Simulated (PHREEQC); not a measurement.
NaHCO3 is added in steps, without added water, to 1 kg of water holding 0.0069 mol NaHS, 0.00013 mol NaCl and 0.00013 mol CdCl2, at 50 °C. The system is closed to oxygen. CO2 from the air is kept out. Solids allowed: Cd(OH)2, Otavite, CdOHCl, Greenockite, Halite, Nahcolite, Natron. Others were left out.

Base run: PHREEQC, ion-association model, wateq4f.dat. Each further column changes one thing. The table gives pH.

```
NaHCO3 added (mol)  base  CdCl2 from 0.00013 to 0.0013 mol/kgw  diluted 2-fold with water
------------------  ----  ------------------------------------  -------------------------
0                   8.31                                  7.16                       8.29
0.0011              8.27                                  7.21                       8.25
0.0022              8.24                                  7.25                       8.22
0.0033              8.22                                  7.28                       8.19
0.0044              8.19                                  7.31                       8.17
0.0055              8.18                                  7.34                       8.15
0.0066              8.16                                  7.37                       8.14
0.0077              8.14                                  7.39                       8.12
0.0088              8.13                                  7.41                       8.11
0.0099              8.12                                  7.43                       8.10
0.011               8.10                                  7.45                       8.09
```

The polysulfide entries of wateq4f.dat were taken out for this run. Constants without temperature data keep their 25 °C values here.
